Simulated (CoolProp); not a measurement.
Hexamethyldisiloxane (MM) at 394.39 K and 0.0617 MPa is throttled through a valve to 0.0207 MPa with no heat exchange. Each further row changes one setting.

Model: reference Helmholtz-energy equation of state, Thol 2016, in CoolProp.

```json
[
 {"case": "as stated", "temperature change (K)": "-0.9", "final density (kg/m³)": "1.04"},
 {"case": "outlet pressure 0.00621 MPa", "temperature change (K)": "-1.2", "final density (kg/m³)": "0.309"},
 {"case": "outlet pressure 0.0269 MPa", "temperature change (K)": "-0.7", "final density (kg/m³)": "1.35"}
]
```
